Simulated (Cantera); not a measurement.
Mixture: 35.8 % CO, 1.18 % H2, 13.2 % O2, 49.8 % N2, at 4.93 atm, adiabatic and at constant pressure. Ignition delay is the time to a rise of 400 K.

Model: GRI-Mech 3.0 (53 species, 325 reactions), integrated in Cantera. The hydrogen kinetics of GRI-Mech 3.0 are dated; newer H2 mechanisms differ, most at raised pressure.

Problem. Predict: delay at 1025 K; delay at 1125 K; delay at 1225 K; delay at 1325 K; delay at 1425 K; delay at 1525 K.

Solution. 
```
Property            Value
---------------  --------
delay at 1025 K   1.87 ms
delay at 1125 K  0.178 ms
delay at 1225 K   46.7 µs
delay at 1325 K   24.6 µs
delay at 1425 K   16.9 µs
delay at 1525 K   13.3 µs
```
